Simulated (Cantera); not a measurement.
An isothermal plug-flow reactor at 1150 K and 100000 Pa (inlet), inlet velocity 0.16 m/s, active area per volume 440 1/m; feed CH4 : O2 : N2 : H2O = 0.028 : 0.012 : 0.79 : 0.0067 (molar parts), equivalence ratio 4.7.

Detailed kinetics in Cantera: Deutschmann's 1995 Pt surface mechanism with GRI-Mech 3.0 gas chemistry. Catalytic surfaces can have several steady states; this one follows from the mechanism file's or the stated starting coverage. Mass transfer to the wall is taken as infinitely fast.

Question: Predict: x(CH4) at z = 0.061 m; x(O2) at z = 0.061 m; x(H2O) at z = 0.061 m; x(CO2) at z = 0.061 m; x(CO) at z = 0.061 m; θ(free Pt) at the exit; θ(C*) at the exit.

Answer: 
```
Quantity                  Result
----------------------  --------
x(CH4) at z = 0.061 m     0.0147
x(O2) at z = 0.061 m    0.000458
x(H2O) at z = 0.061 m     0.0169
x(CO2) at z = 0.061 m    1.36e-5
x(CO) at z = 0.061 m      0.0180
θ(free Pt) at the exit    0.0110
θ(C*) at the exit          0.988
```
